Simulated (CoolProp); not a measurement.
Ethanol along the isobar 3130 kPa: Z from the reference equation and from simpler models built on Tc = 514.7 K, pc = 6268 kPa, ω = 0.644; each cubic takes its own stable root.

Values from CoolProp's reference Helmholtz-energy equation of state, Schroeder 2014.

```csv
T (K),phase,reference,Redlich-Kwong,Soave-Redlich-Kwong,Peng-Robinson
468.1,liquid,0.06507,0.7171,0.08368,0.07391
481.9,gas,0.7265,0.7494,0.7213,0.7025
495.7,gas,0.7766,0.7757,0.7622,?
509.5,gas,?,0.7977,0.7946,0.7766
523.3,gas,0.8414,0.8166,0.8212,?
537.1,gas,0.8638,0.8329,0.8435,0.8264
551,gas,0.8821,0.8473,0.8627,0.8461
564.8,gas,?,0.8599,0.8791,0.8629
578.6,gas,0.9097,0.8711,0.8935,0.8777
592.4,gas,0.9203,0.8811,0.9060,0.8907
606.2,gas,0.9293,0.8900,0.9171,0.9022
620,gas,0.9371,0.8981,0.9269,0.9125
```

Question: What belongs in the gaps?

Answer: 
- 495.7, Peng-Robinson: 0.7438
- 509.5, reference: 0.8132
- 523.3, Peng-Robinson: 0.8036
- 564.8, reference: 0.8971

At some of these states Redlich-Kwong gives the other phase, because its saturation line lies elsewhere.
